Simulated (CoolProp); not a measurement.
Properties of oxygen along the isotherm 174.2 K (Tc = 154.6 K, pc = 5.046 MPa, ω = 0.022).

The numbers come from the reference Helmholtz-energy equation of state, Schmidt 1985 in CoolProp.

| p (MPa) | phase | Z | cp (kJ/(kg K)) | cv (kJ/(kg K)) | isothermal compressibility (1/MPa) | expansivity (1/kK) | fugacity coefficient |
|---|---|---|---|---|---|---|---|
| 0.0239 | gas | 0.9989 | 0.9114 | 0.6504 | 41.89 | 5.760 | 0.9989 |
| 0.0351 | gas | 0.9984 | 0.9121 | 0.6505 | 28.54 | 5.769 | 0.9984 |
| 0.0516 | gas | 0.9976 | 0.9132 | 0.6508 | 19.43 | 5.782 | 0.9976 |
| 0.0757 | gas | 0.9965 | 0.9147 | 0.6511 | 13.26 | 5.802 | 0.9965 |
| 0.111 | gas | 0.9949 | 0.9170 | 0.6516 | 9.056 | 5.831 | 0.9949 |
| 0.163 | gas | 0.9925 | 0.9204 | 0.6523 | 6.182 | 5.875 | 0.9925 |
| 0.239 | gas | 0.9889 | 0.9254 | 0.6534 | 4.231 | 5.939 | 0.9890 |
| 0.351 | gas | 0.9837 | 0.9330 | 0.6550 | 2.897 | 6.036 | 0.9839 |
| 0.516 | gas | 0.9759 | 0.9446 | 0.6574 | 1.987 | 6.184 | 0.9764 |
| 0.757 | gas | 0.9644 | 0.9623 | 0.6611 | 1.371 | 6.412 | 0.9654 |
| 1.11 | gas | 0.9473 | 0.9905 | 0.6666 | 0.9527 | 6.772 | 0.9494 |
| 1.63 | gas | 0.9213 | 1.037 | 0.6751 | 0.6685 | 7.370 | 0.9261 |
| 2.39 | gas | 0.8818 | 1.120 | 0.6888 | 0.4789 | 8.422 | 0.8923 |
| 3.51 | gas | 0.8195 | 1.285 | 0.7118 | 0.3557 | 10.53 | 0.8433 |
| 5.16 | supercritical | 0.7168 | 1.709 | 0.7535 | 0.2872 | 15.83 | 0.7726 |
| 7.57 | supercritical | 0.5411 | 3.298 | 0.8277 | 0.2679 | 34.27 | 0.6721 |
